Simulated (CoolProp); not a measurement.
Vapour pressure (MPa) of CHF3 (R23): the reference equation beside estimates from Tc = 299.3 K, pc = 4.832 MPa, ω = 0.263. Clausius-Clapeyron is anchored at 146 K with a constant enthalpy of vaporisation of 19.12 kJ/mol.

The numbers come from the reference Helmholtz-energy equation of state, Penoncello 2003 in CoolProp.

```tsv
T (K)	reference	Clausius-Clapeyron	van der Waals	Soave-Redlich-Kwong
134.9	?	0.0007734	0.06423	0.0006903
140.4	0.001497	?	0.08606	0.001382
146	0.002826	0.002826	0.1134	0.002633
151.6	0.005052	0.005057	0.1465	?
157.2	0.008608	?	0.1860	0.008159
162.8	?	0.01436	0.2326	?
168.4	0.02209	0.02296	0.2867	0.02126
174	0.03357	0.03564	0.3490	0.03252
179.5	0.04916	0.05343	0.4187	?
```

Problem. Complete the blanks.

Solution. 
- 134.9, reference: 0.0007555
- 140.4, Clausius-Clapeyron: 0.001508
- 151.6, Soave-Redlich-Kwong: 0.004749
- 157.2, Clausius-Clapeyron: 0.008680
- 162.8, reference: 0.01405
- 162.8, Soave-Redlich-Kwong: 0.01343
- 179.5, Soave-Redlich-Kwong: 0.04790

Absolute difference from the reference over all 9 rows, mean and median: Clausius-Clapeyron 2.8 and 2.2 %, van der Waals 3029.8 and 2060.8 %, Soave-Redlich-Kwong 5.4 and 5.2 %.
